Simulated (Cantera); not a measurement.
**Dilute partial oxidation**

An isothermal, constant-pressure homogeneous reactor starts with 0.591 % CH3OH, 0.916 % O2, 98.5 % N2, at 1575 K and 150000 Pa.

Computed with Cantera and GRI-Mech 3.0 (53 species, 325 reactions). GRI-Mech 3.0 was tuned for natural gas; its chemistry of methanol as a main component is partial and can be far from experiment.

```json
[
 {"t (s)": "0.000100", "x CH3OH": "0.00444", "x O2": "0.00876", "x H2": "0.00116", "x HO2": "0.000135", "x NO": "1.73e-9", "x N2O": "1.08e-8", "x C2H4": "1.51e-7"},
 {"t (s)": "0.000345", "x CH3OH": "<1e-12", "x O2": "0.00335", "x H2": "0.00148", "x HO2": "1.05e-6", "x NO": "9.30e-7", "x N2O": "1.18e-7", "x C2H4": "<1e-12"},
 {"t (s)": "0.00119", "x CH3OH": "<1e-12", "x O2": "0.00175", "x H2": "0.00111", "x HO2": "5.55e-7", "x NO": "6.67e-6", "x N2O": "1.08e-7", "x C2H4": "<1e-12"},
 {"t (s)": "0.00410", "x CH3OH": "<1e-12", "x O2": "0.000939", "x H2": "0.000527", "x HO2": "2.69e-7", "x NO": "8.51e-6", "x N2O": "1.12e-7", "x C2H4": "<1e-12"},
 {"t (s)": "0.0141", "x CH3OH": "<1e-12", "x O2": "0.000549", "x H2": "0.000220", "x HO2": "1.16e-7", "x NO": "9.02e-6", "x N2O": "1.17e-7", "x C2H4": "<1e-12"},
 {"t (s)": "0.0488", "x CH3OH": "<1e-12", "x O2": "0.000382", "x H2": "8.30e-5", "x HO2": "4.24e-8", "x NO": "9.24e-6", "x N2O": "1.02e-7", "x C2H4": "<1e-12"},
 {"t (s)": "0.168", "x CH3OH": "<1e-12", "x O2": "0.000317", "x H2": "2.72e-5", "x HO2": "1.18e-8", "x NO": "9.35e-6", "x N2O": "5.21e-8", "x C2H4": "<1e-12"},
 {"t (s)": "0.580", "x CH3OH": "<1e-12", "x O2": "0.000296", "x H2": "8.10e-6", "x HO2": "2.78e-9", "x NO": "9.39e-6", "x N2O": "1.69e-8", "x C2H4": "<1e-12"},
 {"t (s)": "2.00", "x CH3OH": "<1e-12", "x O2": "0.000291", "x H2": "3.25e-6", "x HO2": "1.02e-9", "x NO": "9.42e-6", "x N2O": "6.89e-9", "x C2H4": "<1e-12"}
]
```
x: mole fraction; the columns are a selection and need not sum to one.

Equilibrium at this temperature and pressure: CH3OH <1e-12, O2 0.000262, H2 2.94e-6, HO2 8.14e-10, NO 6.87e-5, N2O 5.64e-9, C2H4 <1e-12 (gas phase only).
